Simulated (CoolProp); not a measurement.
A single-stage vapour-compression cycle with R115: evaporating at 290.15 K (dew point), condensing at 314.15 K (bubble point), superheat 8 K, subcooling 2 K, compressor efficiency 0.75, no pressure losses. Each further row changes one setting.

The numbers come from the reference Helmholtz-energy equation of state, Lemmon 2016 in CoolProp.

```
case                              cooling COP  pressure ratio  discharge temperature (K)  refrigerating effect (kJ/kg)  volumetric capacity (kJ/m³)
--------------------------------  -----------  --------------  -------------------------  ----------------------------  ---------------------------
as stated                                7.49            1.85                      321.3                          81.0                         4360
evaporating temperature 295.15 K         9.93             [?]                      321.5                           [?]                         5160
condensing temperature 309.15 K           [?]             [?]                      316.5                          86.8                         4670
subcooling 7 K                           8.03            1.85                      321.3                          86.9                         4670
superheat 18 K                           7.73            1.85                        [?]                          89.1                         4530
compressor efficiency 0.65                [?]            1.85                      323.1                          81.0                         4360
```

**Question.** Complete the blanks.

**Answer.** 
- evaporating temperature 295.15 K, pressure ratio: 1.61
- evaporating temperature 295.15 K, refrigerating effect (kJ/kg): 83.6
- condensing temperature 309.15 K, cooling COP: 9.92
- condensing temperature 309.15 K, pressure ratio: 1.64
- superheat 18 K, discharge temperature (K): 330.9
- compressor efficiency 0.65, cooling COP: 6.49
